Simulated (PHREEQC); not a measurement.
Consider water at 25 °C with 0.0012 mol SrCl2, 3.4e-05 mol NaF and 0.00011 mol MgSO4 per kg of water. Closed to the air; pH follows from the charge balance.

Model: ion-association model, wateq4f.dat, run in PHREEQC.

Task: The ionic strength comes out as 0.00402 mol/kgw. What activity coefficients do Cl-, Na+, F-, Sr+2, SO4-2 get?

Result: Cl- 0.93, Na+ 0.93, F- 0.93, Sr+2 0.77, SO4-2 0.76.

No solid was allowed to form.
